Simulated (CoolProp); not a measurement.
Vapour-liquid equilibrium of n-decane (1) + n-dodecane (2) at 0.876 kPa; x and y are mole fractions of (1).

The numbers come from the multi-fluid Helmholtz-energy mixture model, Lemmon 2006 and Lemmon 2004; pair parameters Bell 2016 in CoolProp.

```csv
x,bubble temperature (K),y at the bubble point,dew temperature at overall composition x (K),liquid density (mol/L)
0.05,352.7,0.223,355.7,4.169
0.125,347.9,0.453,354.4,4.234
0.2,343.9,0.604,353.1,___
0.275,340.5,0.706,351.7,4.360
0.35,337.6,0.779,___,4.421
0.425,335.1,0.833,348.6,4.482
0.5,332.9,0.873,346.7,4.543
0.575,331.0,0.904,344.7,4.604
0.65,329.3,___,___,___
0.725,327.7,0.949,339.8,4.729
0.8,326.3,0.966,336.7,4.792
0.875,325.0,0.980,332.8,4.858
0.95,323.8,0.993,327.6,4.924
```

Q: Some entries are withheld; supply them.

A: 
- 0.2, liquid density (mol/L): 4.298
- 0.35, dew temperature at overall composition x (K): 350.2
- 0.65, y at the bubble point: 0.929
- 0.65, dew temperature at overall composition x (K): 342.4
- 0.65, liquid density (mol/L): 4.666

No azeotrope shows between x = 0.05 and 0.95.

Pair parameters are fitted to limited data, so mixtures are less certain than the pure fluids.
